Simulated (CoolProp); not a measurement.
Vapour pressure (kPa) of fluoroethane (R161): the reference equation beside estimates from Tc = 102.1 °C, pc = 5010 kPa, ω = 0.216. Clausius-Clapeyron is anchored at -87.05 °C with a constant enthalpy of vaporisation of 22.81 kJ/mol.

The numbers come from the reference Helmholtz-energy equation of state, Wu 2012 in CoolProp.

```json
[
 {"T (°C)": "-103.45", "reference": "1.189", "Lee-Kesler": "1.104", "Clausius-Clapeyron": "1.224", "van der Waals": "68.27", "Redlich-Kwong": "2.506", "Soave-Redlich-Kwong": "1.134", "Peng-Robinson": "1.271"},
 {"T (°C)": "-95.25", "reference": "2.558", "Lee-Kesler": "___", "Clausius-Clapeyron": "2.578", "van der Waals": "96.22", "Redlich-Kwong": "5.241", "Soave-Redlich-Kwong": "2.446", "Peng-Robinson": "2.685"},
 {"T (°C)": "-87.05", "reference": "5.086", "Lee-Kesler": "4.769", "Clausius-Clapeyron": "5.086", "van der Waals": "131.7", "Redlich-Kwong": "10.10", "Soave-Redlich-Kwong": "4.881", "Peng-Robinson": "5.266"},
 {"T (°C)": "-78.75", "reference": "9.517", "Lee-Kesler": "8.996", "Clausius-Clapeyron": "9.542", "van der Waals": "___", "Redlich-Kwong": "18.26", "Soave-Redlich-Kwong": "9.180", "Peng-Robinson": "9.754"},
 {"T (°C)": "-70.55", "reference": "16.67", "Lee-Kesler": "15.89", "Clausius-Clapeyron": "16.89", "van der Waals": "___", "Redlich-Kwong": "30.87", "Soave-Redlich-Kwong": "16.16", "Peng-Robinson": "16.95"},
 {"T (°C)": "-62.35", "reference": "27.75", "Lee-Kesler": "26.70", "Clausius-Clapeyron": "28.60", "van der Waals": "294.4", "Redlich-Kwong": "49.60", "Soave-Redlich-Kwong": "27.05", "Peng-Robinson": "___"},
 {"T (°C)": "-54.15", "reference": "44.22", "Lee-Kesler": "42.90", "Clausius-Clapeyron": "46.56", "van der Waals": "370.2", "Redlich-Kwong": "76.23", "Soave-Redlich-Kwong": "43.31", "Peng-Robinson": "44.51"},
 {"T (°C)": "-45.95", "reference": "___", "Lee-Kesler": "66.27", "Clausius-Clapeyron": "73.18", "van der Waals": "458.5", "Redlich-Kwong": "112.8", "Soave-Redlich-Kwong": "66.70", "Peng-Robinson": "68.00"},
 {"T (°C)": "-37.65", "reference": "100.9", "Lee-Kesler": "99.33", "Clausius-Clapeyron": "112.0", "van der Waals": "561.4", "Redlich-Kwong": "162.0", "Soave-Redlich-Kwong": "99.70", "Peng-Robinson": "100.9"},
 {"T (°C)": "-29.45", "reference": "___", "Lee-Kesler": "143.6", "Clausius-Clapeyron": "165.7", "van der Waals": "677.4", "Redlich-Kwong": "225.0", "Soave-Redlich-Kwong": "143.8", "Peng-Robinson": "144.8"},
 {"T (°C)": "-21.25", "reference": "202.9", "Lee-Kesler": "201.9", "Clausius-Clapeyron": "239.1", "van der Waals": "808.3", "Redlich-Kwong": "304.5", "Soave-Redlich-Kwong": "202.0", "Peng-Robinson": "202.4"},
 {"T (°C)": "-13.05", "reference": "277.3", "Lee-Kesler": "277.0", "Clausius-Clapeyron": "337.0", "van der Waals": "954.9", "Redlich-Kwong": "402.9", "Soave-Redlich-Kwong": "276.9", "Peng-Robinson": "276.3"}
]
```

Question: Fill in the missing entries.

Answer: 
- -95.25, Lee-Kesler: 2.383
- -78.75, van der Waals: 176.3
- -70.55, van der Waals: 230.1
- -62.35, Peng-Robinson: 28.06
- -45.95, reference: 67.78
- -29.45, reference: 145.0

Absolute difference from the reference over all 12 rows, mean and median: Lee-Kesler 3.5 and 3.4 %, Clausius-Clapeyron 7.2 and 4.2 %, van der Waals 1538.9 and 849.0 %, Redlich-Kwong 76.7 and 75.6 %, Soave-Redlich-Kwong 2.4 and 2.3 %, Peng-Robinson 1.9 and 0.9 %.
